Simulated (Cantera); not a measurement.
What does this Cantera script print?

```python
import numpy as np
import cantera as ct

gas_names = """
    CL CL2 H HCL H2 N NH NH2 NH3 N2 N2H2 N2H4 Si SiCL SiCL2 SiCL3 SiCL4 SiH SiHCL3 SiH2 SiH2CL2 SiH3
    SiH3CL SiH4 SiN Si2 Si2N Si3
""".split()
cond_names = """
    NH4CL(a) NH4CL(b) Si(cr) Si(L) Si3N4(a)
""".split()


# ... load() reads the species with a 1 bar reference pressure and builds the phases ...
atoms = {
    'Si2Cl6': {'Si': 2, 'CL': 6},
    'NH3': {'N': 1, 'H': 3},
    'H2': {'H': 2},
}
top_T = {'Si3N4(a)': 2400}  # K; cautious upper limits of use, not melting points


# ... equilibrate(T, P, feed) seeds the gas with the atoms and calls Mixture.equilibrate('TP', solver="vcs", rtol=1e-11, max_steps=5000) ...
results = []
feed = {'Si2Cl6': 1, 'NH3': 2.4, 'H2': 2.3}  # mol
T = 1175  # K
P = 1200  # Pa
mix = equilibrate(T, P, feed)
results.append((T, P, feed, dict(zip(mix.species_names, mix.species_moles))))
print(gas.report(threshold=0.0001))
for i in range(1, mix.n_phases):
    print(f"{mix.phase(i).name:16s} {mix.phase_moles(i):12.5e} mol")
```

Result:

```
       temperature   1175 K
          pressure   1200 Pa
           density   0.0035488 kg/m^3
  mean mol. weight   28.892 kg/kmol
   phase of matter   gas

                          1 kg             1 kmol
                     ---------------   ---------------
          enthalpy       -1.8335e+06       -5.2972e+07  J
   internal energy       -2.1716e+06       -6.2742e+07  J
           entropy            9102.8        2.6299e+05  J/K
    Gibbs function       -1.2529e+07       -3.6199e+08  J
 heat capacity c_p            1272.6             36767  J/K
 heat capacity c_v            984.81             28453  J/K

                      mass frac. Y      mole frac. X     chem. pot. / RT
                     ---------------   ---------------   ---------------
               HCL           0.54539            0.4322           -39.413
                H2          0.032785           0.46985           -23.099
                N2           0.02896          0.029867           -33.229
             SiCL2         0.0033879        0.00098885           -66.557
             SiCL3          0.011744         0.0025239           -94.419
             SiCL4           0.37015           0.06295           -122.28
            SiHCL3         0.0075646         0.0016136           -105.97
     [  +21 minor]        1.9422e-05        6.8366e-06

Si(cr)            0.00000e+00 mol
Si3N4(a)          4.71703e-01 mol
```

Method: chemical equilibrium by Gibbs-energy minimisation in Cantera with the NASA 1993 tables (ideal gas, pure condensed phases). The feed counts by its element totals alone. The tables' values for SiCl3 are old estimates; treat these amounts as uncertain.
